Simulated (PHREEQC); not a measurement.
Consider water at 65 °C with 0.021 mol/kgw NH4Cl and 1.8 mol/kgw NH3. Closed to the air; pH follows from the charge balance.

Model: ion-association model, phreeqc.dat, run in PHREEQC.

Each row changes one thing in this solution. This is a speciation only: nothing precipitates in the calculation.

```csv
case,pH,ionic strength (mol/kgw),NH4+ (mol/kgw)
as made,10.14,0.0230,0.0230
NH4Cl left out,?,0.00623,0.00623
temperature from 65 to 85 °C,?,0.0228,0.0228
NH4Cl from 0.021 to 0.21 mol/kgw,?,0.210,0.210
NH3 from 1.8 to 0.36 mol/kgw,?,0.0214,0.0214
```

Task: Some entries are withheld; supply them.

Result: 
- NH4Cl left out, pH: 10.67
- temperature from 65 to 85 °C, pH: 9.70
- NH4Cl from 0.021 to 0.21 mol/kgw, pH: 9.30
- NH3 from 1.8 to 0.36 mol/kgw, pH: 9.47

Away from 25 °C the constants follow the database's enthalpies or fits; those with neither stay at their 25 °C values.
